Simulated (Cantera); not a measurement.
Input: 1 mol c-C4F8, 7.9 mol H2, at 2348.15 K and 133 Pa.

These are equilibrium values from Cantera (NASA tables, ideal gas, pure condensed phases), not measurements of a reactor. Candidate condensed phases: C, C6H6, C7H8, C8H18; 95 gas species. The feed counts by its element totals alone. Kinetics and transport are ignored.

Base state: HF 0.618, H2 0.221, H 0.159, C2H2 (acetylene) 0.00121, F 0.000610, C2H 4.43e-5, C3 3.00e-5, C 1.35e-5 (mole fractions); condensed: C(graphite).

Task: What changes in the equilibrium state with this change: H2 from 7.9 to 1.3 mol?

Result: 
```
species             before     after
----------------  --------  --------
F                 0.000610     0.504
HF                   0.618     0.365
CF2                1.75e-7     0.119
H2                   0.221   1.13e-7
H                    0.159  0.000114
C2H2 (acetylene)   0.00121     <1e-9
CF4                  <1e-9   0.00115
CF3                  <1e-9  0.000699
C2H                4.43e-5   3.17e-8
C(graphite), mol      3.97      3.07
```
Gases not in the tables: C2F6 and larger saturated fluorocarbons.
